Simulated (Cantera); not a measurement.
Input: 1 mol Fe(CO)₅, 0.076 mol O₂, a varied amount of H₂, at 1100 K and 5.80 bar.

Points: n(H2) (mol) = 2.6, 3.4, 4.5, 5.9, 7.7, 10, 13, 17, 22, 29, 38.

Cantera's Mixture.equilibrate('TP', solver="vcs", rtol=1e-11, max_steps=5000) on the NASA tables stopped like this:

```
ERROR: FAILURE its = 5001!

*******************************************************************************
CanteraError thrown by MultiPhase::equilibrate:
VCS solver failed. Return code: -1
*******************************************************************************
```

Q: What got this run through?

A: This is not unique; one that fits is The failure is numerical, not chemical. The same input converged with solver="gibbs", rtol=1e-10, max_steps=50000, and the result passed a check of the equilibrium conditions:
```
log10 of partial pressures in bar; condensed amounts in mol
     n(H2)        H2        CO       CO2       H2O       CH4      C2H6      C2H4     C(gr)     Fe(a)    FeO(s)
       2.6     0.293     0.420    -0.215    -0.336    -0.860    -5.417    -5.464     1.747         0         1
       3.4     0.318     0.403    -0.249    -0.327    -0.808    -5.340    -5.412     1.143    0.7487    0.2513
       4.5     0.372     0.361    -0.333    -0.315    -0.700    -5.178    -5.304     0.889         1         0
       5.9     0.429     0.304    -0.445    -0.315    -0.588    -5.009    -5.192    0.7833         1         0
       7.7     0.477     0.242    -0.571    -0.330    -0.492    -4.865    -5.096    0.6236         1         0
        10     0.517     0.173    -0.708    -0.358    -0.411    -4.744    -5.015    0.3942         1         0
        13     0.551     0.098    -0.859    -0.400    -0.343    -4.642    -4.947   0.06894         1         0
        17     0.588    -0.012    -1.004    -0.397    -0.344    -4.681    -5.023         0         1         0
        22     0.620    -0.134    -1.160    -0.400    -0.367    -4.759    -5.133         0         1         0
        29     0.648    -0.276    -1.351    -0.420    -0.404    -4.861    -5.263         0         1         0
        38     0.671    -0.427    -1.559    -0.456    -0.450    -4.976    -5.402         0         1         0
```

The gas is ideal and each condensed phase is pure. Mutual solubility and eutectic melting of coexisting phases are not modelled. The tables' stoichiometric FeO is somewhat more stable than real wüstite, so its field is too wide. FeO: taken at fixed stoichiometry. Condensed phases not in the tables: cementite and carbon dissolved in iron.
